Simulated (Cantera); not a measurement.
A perfectly stirred reactor is fed with NH3 : N2 = 1 : 4.8 (molar parts), at 20.0 Torr; it is held at 1950 K, and followed from long to short residence time.

Detailed kinetics in Cantera: the gas-phase N/H chemistry of the illustrative SiF4/NH3 mechanism in the Surface Chemkin manual (1991). Walls and surfaces, which speed up NH3 decomposition in real reactors, are not modelled.

Problem. What does this change do: NH3 1 to 0.16 parts?

Solution. 
| quantity | before | after |
|---|---|---|
| x(NH3) at τ = 5.10 s | 0.0346 | 0.00644 |
| x(N2) at τ = 5.10 s | 0.789 | 0.956 |
| x(H2) at τ = 5.10 s | 0.176 | 0.0374 |
| x(N2H4) at τ = 5.10 s | 3.67e-10 | 4.18e-11 |
| x(NH2) at τ = 5.10 s | 0.000140 | 4.72e-5 |
| x(NH3) at τ = 0.130 s | 0.152 | 0.0280 |
| x(N2) at τ = 0.130 s | 0.822 | 0.966 |
| x(H2) at τ = 0.130 s | 0.0251 | 0.00600 |
| x(N2H4) at τ = 0.130 s | 4.53e-9 | 7.41e-10 |
| x(NH2) at τ = 0.130 s | 0.000492 | 0.000199 |
